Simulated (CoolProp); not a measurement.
Normal hydrogen at 133.26 K and 0.194 MPa flows at 0.083 m/s in a round tube of 50 mm bore and 1.5 µm roughness, fully developed (64/Re and Nu = 3.66 if laminar; Colebrook and Gnielinski if turbulent). Each further row changes one setting.

Values from CoolProp's reference Helmholtz-energy equation of state, Leachman 2009.

| case | Reynolds number | Darcy friction factor | pressure drop (Pa/m) | heat-transfer coefficient (W/(m² K)) | mass flow (kg/h) |
|---|---|---|---|---|---|
| as stated | 288 | 0.222 | 0.00539 | 6.61 | 0.207 |
| velocity 0.166 m/s | 577 | 0.111 | 0.0108 | 6.61 | 0.414 |
| diameter 100 mm | 577 | 0.111 | 0.00135 | 3.30 | 0.828 |

Viscosity comes from a separate model (Muzny 2013). Thermal conductivity comes from a separate model (Assael 2011).
